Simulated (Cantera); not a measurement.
An isothermal, constant-pressure homogeneous reactor starts with C₂H₆ : N₂ = 1 : 2.5 (molar parts), at 1423 K and 29.3 Torr.

Model: GRI-Mech 3.0 (53 species, 325 reactions), integrated in Cantera. GRI-Mech 3.0 stops at C3 and has no aromatics, soot or wall deposition, so with more carbon than oxygen in the feed, carbon stays in small species such as C2H2 where larger ones or solid carbon would form. Radical loss at walls, strong at low pressure, is not modelled.

x: mole fraction; the columns are a selection and need not sum to one.

```json
[
 {"t (s)": "3.00e-6", "x C₂H₆": "0.286", "x CH₄": "4.23e-7", "x C₂H₄": "1.66e-8", "x H₂": "2.45e-8", "x CH₃": "6.38e-5"},
 {"t (s)": "7.44e-6", "x C₂H₆": "0.286", "x CH₄": "2.58e-6", "x C₂H₄": "2.33e-7", "x H₂": "2.10e-7", "x CH₃": "0.000157"},
 {"t (s)": "1.85e-5", "x C₂H₆": "0.285", "x CH₄": "1.56e-5", "x C₂H₄": "3.36e-6", "x H₂": "2.98e-6", "x CH₃": "0.000379"},
 {"t (s)": "4.58e-5", "x C₂H₆": "0.285", "x CH₄": "9.19e-5", "x C₂H₄": "4.89e-5", "x H₂": "4.64e-5", "x CH₃": "0.000879"},
 {"t (s)": "0.000114", "x C₂H₆": "0.283", "x CH₄": "0.000507", "x C₂H₄": "0.000670", "x H₂": "0.000646", "x CH₃": "0.00185"},
 {"t (s)": "0.000282", "x C₂H₆": "0.272", "x CH₄": "0.00254", "x C₂H₄": "0.00642", "x H₂": "0.00592", "x CH₃": "0.00358"},
 {"t (s)": "0.000698", "x C₂H₆": "0.233", "x CH₄": "0.0112", "x C₂H₄": "0.0306", "x H₂": "0.0273", "x CH₃": "0.00533"},
 {"t (s)": "0.00173", "x C₂H₆": "0.151", "x CH₄": "0.0342", "x C₂H₄": "0.0799", "x H₂": "0.0737", "x CH₃": "0.00477"},
 {"t (s)": "0.00430", "x C₂H₆": "0.0520", "x CH₄": "0.0697", "x C₂H₄": "0.126", "x H₂": "0.134", "x CH₃": "0.00290"},
 {"t (s)": "0.0107", "x C₂H₆": "0.00609", "x CH₄": "0.0865", "x C₂H₄": "0.117", "x H₂": "0.182", "x CH₃": "0.000933"},
 {"t (s)": "0.0264", "x C₂H₆": "…", "x CH₄": "0.0856", "x C₂H₄": "…", "x H₂": "0.209", "x CH₃": "…"},
 {"t (s)": "0.0655", "x C₂H₆": "6.39e-5", "x CH₄": "0.0840", "x C₂H₄": "0.0672", "x H₂": "0.225", "x CH₃": "0.000103"},
 {"t (s)": "0.163", "x C₂H₆": "1.45e-5", "x CH₄": "0.0824", "x C₂H₄": "0.0478", "x H₂": "0.240", "x CH₃": "5.43e-5"},
 {"t (s)": "0.403", "x C₂H₆": "1.04e-5", "x CH₄": "0.0804", "x C₂H₄": "0.0249", "x H₂": "0.256", "x CH₃": "5.01e-5"},
 {"t (s)": "1.00", "x C₂H₆": "1.02e-5", "x CH₄": "0.0783", "x C₂H₄": "…", "x H₂": "0.271", "x CH₃": "…"}
]
```

Problem. Some entries are withheld; supply them.

Solution. 
- 0.0264, x C₂H₆: 0.000555
- 0.0264, x C₂H₄: 0.0892
- 0.0264, x CH₃: 0.000283
- 1.00, x C₂H₄: 0.00523
- 1.00, x CH₃: 5.42e-5
